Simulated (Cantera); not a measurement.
## Equilibrium for calcination and drying: LiOH + O2 + H2

A closed system holds: 1 mol LiOH, 0.05 mol O2, 0.51 mol H2, at 1648.15 K.

These are equilibrium values from Cantera (NASA tables, ideal gas, pure condensed phases), not measurements of a reactor. Candidate condensed phases: H2O, Li, LiH, LiOH, Li2O; 17 gas species. Mutual solubility and eutectic melting of coexisting phases are not modelled. Rates play no part.

From 10.0 Pa to 4.60 mbar nothing is condensed. From 32.0 mbar to 1.50 bar the condensed part is Li2O(s). At 10.0 bar the condensed part is LiOH(l) + Li2O(s). The main Li-bearing gas is LiOH throughout.

```json
[
 {"P (Pa)": "10", "log p H2": "-4.83", "log p LiOH": "-4.40", "log p H2O": "-4.60", "log p Li": "-4.72", "log p Li2O": "-6.71", "log p H": "-6.47", "n Li2O(s)": "0", "n LiOH(l)": "0"},
 {"P (Pa)": "68", "log p H2": "-3.89", "log p LiOH": "-3.49", "log p H2O": "-3.88", "log p Li": "-4.05", "log p Li2O": "-5.60", "log p H": "-6.00", "n Li2O(s)": "0", "n LiOH(l)": "0"},
 {"P (Pa)": "460", "log p H2": "-2.99", "log p LiOH": "-2.60", "log p H2O": "-3.16", "log p Li": "-3.43", "log p Li2O": "-4.55", "log p H": "-5.55", "n Li2O(s)": "0", "n LiOH(l)": "0"},
 {"P (Pa)": "3200", "log p H2": "-1.98", "log p LiOH": "-1.96", "log p H2O": "-1.99", "log p Li": "-3.45", "log p Li2O": "-4.43", "log p H": "-5.04", "n Li2O(s)": "0.278", "n LiOH(l)": "0"},
 {"P (Pa)": "22000", "log p H2": "-1.09", "log p LiOH": "-1.46", "log p H2O": "-0.99", "log p Li": "-3.51", "log p Li2O": "-4.43", "log p H": "-4.59", "n Li2O(s)": "0.411", "n LiOH(l)": "0"},
 {"P (Pa)": "150000", "log p H2": "-0.23", "log p LiOH": "-1.01", "log p H2O": "-0.09", "log p Li": "-3.53", "log p Li2O": "-4.43", "log p H": "-4.16", "n Li2O(s)": "0.464", "n LiOH(l)": "0"},
 {"P (Pa)": "1000000", "log p H2": "0.88", "log p LiOH": "-0.79", "log p H2O": "0.34", "log p Li": "-3.19", "log p Li2O": "-4.43", "log p H": "-3.61", "n Li2O(s)": "0.0166", "n LiOH(l)": "0.958"}
]
```
log p: log10 of the partial pressure in bar; n: condensed amount in mol.
